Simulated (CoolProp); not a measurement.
CF4 (R14) along the isobar 38.5 bar: fugacity coefficient from the reference equation and from simpler models built on Tc = 227.4 K, pc = 37.62 bar, ω = 0.178; each cubic takes its own stable root.

The numbers come from the reference Helmholtz-energy equation of state, Platzer 1990 in CoolProp. This equation is an older, rougher fit; its heat capacities, sound speeds and derivatives of the liquid may be far off and weren't checked against measurements.

```tsv
T (K)	phase	reference
184.2	liquid	0.2126
202.8	liquid	0.3811
221.3	liquid	0.5852
239.9	supercritical	0.7199
258.5	supercritical	0.7830
277	supercritical	0.8286
295.6	supercritical	0.8638
314.2	supercritical	0.8916
332.8	supercritical	0.9139
```

How far does each simpler model (van der Waals, Redlich-Kwong, Soave-Redlich-Kwong, Peng-Robinson) lie from the reference over these 9 states: mean and median of the absolute difference, and the worst?


- van der Waals: mean 13.9 %, median 2.3 %, worst +72.7 % at 184.2 K and 38.5 bar
- Redlich-Kwong: mean 4.0 %, median 1.5 %, worst +17.2 % at 184.2 K and 38.5 bar
- Soave-Redlich-Kwong: mean 1.0 %, median 0.9 %, worst +2.0 % at 202.8 K and 38.5 bar
- Peng-Robinson: mean 2.1 %, median 1.9 %, worst -3.2 % at 239.9 K and 38.5 bar
